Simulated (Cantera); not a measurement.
A diamond (100) surface in a fixed gas of H2 with x(CH4) = 0.0065, x(H) = 0.0065, x(CH3) = 0.001, 0.140 bar; coverages are run to steady state.

Model: the Harris–Goodwin 1993 mechanism for the reconstructed diamond (100) surface, integrated in Cantera.

One state of this run: growth (µm/h) = 42.2; θ c6HH = 0.358; θ c6H* = 0.0541; θ c6*H = 0.531; θ c6** = 0.0496; θ c6HM = 0.00239. θ: site fractions in the mechanism's names (c6HH fully hydrogenated, c6H* and c6*H radical sites, c6** diradical, c6HM methylated).

Q: Which value of T (K) does it belong to?
A) 1350
B) 1275
C) 1200
D) 1050

A: A, 1350
